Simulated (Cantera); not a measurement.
Input: 1 mol SiO2, 43 mol H2, 1.6 mol N2, held at 2000 K and 43.0 Pa.

Method: chemical equilibrium by Gibbs-energy minimisation in Cantera with the NASA 1993 tables (ideal gas, pure condensed phases). Candidate condensed phases: H2O, Si, SiO2, Si2N2O, Si3N4; 35 gas species. Rates play no part.

Base state: H2 0.852, H 0.0724, N2 0.0338, SiO 0.0211, H2O 0.0209, OH 0.000178, O 1.10e-5 (mole fractions); condensed: gas only.

Q: What changes in the equilibrium state with this change: SiO2 replaced by FeS2?

A: 
```json
[
 {"species": "H2", "before": "0.852", "after": "0.843"},
 {"species": "H", "before": "0.0724", "after": "0.0720"},
 {"species": "N2", "before": "0.0338", "after": "0.0329"},
 {"species": "SiO", "before": "0.0211", "after": "0"},
 {"species": "H2O", "before": "0.0209", "after": "0"},
 {"species": "Fe", "before": "0", "after": "0.0205"},
 {"species": "S", "before": "0", "after": "0.0149"},
 {"species": "S2", "before": "0", "after": "0.00941"},
 {"species": "SH", "before": "0", "after": "0.00637"}
]
```
Further candidate phases: Fe, FeS, FeS2, S.
